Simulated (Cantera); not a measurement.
A closed system holds: 1 mol BN, 23 mol Cl2, 15 mol H2, held at 69000 Pa.

Equilibrium computed with Cantera from the NASA thermochemical tables; the gas is ideal and each condensed phase is pure. Candidate condensed phases: B, BN, NH4Cl; 21 gas species. Kinetics and transport are ignored. All values below are at 1498 K.

Base state: HCl 0.779, Cl2 0.155, Cl 0.0273, BCl3 0.0260, N2 0.0130 (mole fractions); condensed: gas only.

Task: What changes in the equilibrium state with this change: pressure from 69000 Pa to 2.10 Pa?

Result: 
| species | before | after |
|---|---|---|
| HCl | 0.779 | 0.674 |
| Cl | 0.0273 | 0.291 |
| BCl3 | 0.0260 | 0.0224 |
| Cl2 | 0.155 | 0.000537 |
| N2 | 0.0130 | 0.0112 |
| H | 9.84e-9 | 2.62e-5 |
| BCl2 | 2.95e-8 | 7.85e-5 |
| H2 | 2.26e-7 | 4.90e-5 |
The tables' values for BCl2 are old estimates; treat these amounts as uncertain.

Task: What changes in the equilibrium state with this change: H2 from 15 to 1.2 mol?

Result: 
| species | before | after |
|---|---|---|
| Cl2 | 0.155 | 0.782 |
| HCl | 0.779 | 0.0961 |
| Cl | 0.0273 | 0.0614 |
| BCl3 | 0.0260 | 0.0401 |
| N2 | 0.0130 | 0.0200 |
